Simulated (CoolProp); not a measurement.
Properties of C3F8 (R218) at several states.

Computed with CoolProp (reference Helmholtz-energy equation of state, Lemmon 2006). It is a short technical equation, of lower accuracy than the large ones.

```json
[
 {"T (°C)": "-100.35", "p (kPa)": "437", "phase": "liquid", "cp (kJ/(kg K))": "[?]", "isothermal compressibility (1/MPa)": "0.001161", "expansivity (1/kK)": "[?]"},
 {"T (°C)": "157.85", "p (kPa)": "2770", "phase": "supercritical", "cp (kJ/(kg K))": "1.051", "isothermal compressibility (1/MPa)": "[?]", "expansivity (1/kK)": "[?]"},
 {"T (°C)": "157.65", "p (kPa)": "771", "phase": "gas", "cp (kJ/(kg K))": "0.9793", "isothermal compressibility (1/MPa)": "[?]", "expansivity (1/kK)": "[?]"},
 {"T (°C)": "87.55", "p (kPa)": "22", "phase": "gas", "cp (kJ/(kg K))": "0.8791", "isothermal compressibility (1/MPa)": "45.56", "expansivity (1/kK)": "2.795"},
 {"T (°C)": "60.75", "p (kPa)": "985", "phase": "gas", "cp (kJ/(kg K))": "[?]", "isothermal compressibility (1/MPa)": "1.244", "expansivity (1/kK)": "5.489"}
]
```

Task: Fill in the missing entries.

Result: 
- -100.35, cp (kJ/(kg K)): 0.8533
- -100.35, expansivity (1/kK): 1.881
- 157.85, isothermal compressibility (1/MPa): 0.4336
- 157.85, expansivity (1/kK): 4.466
- 157.65, isothermal compressibility (1/MPa): 1.357
- 157.65, expansivity (1/kK): 2.752
- 60.75, cp (kJ/(kg K)): 0.9282
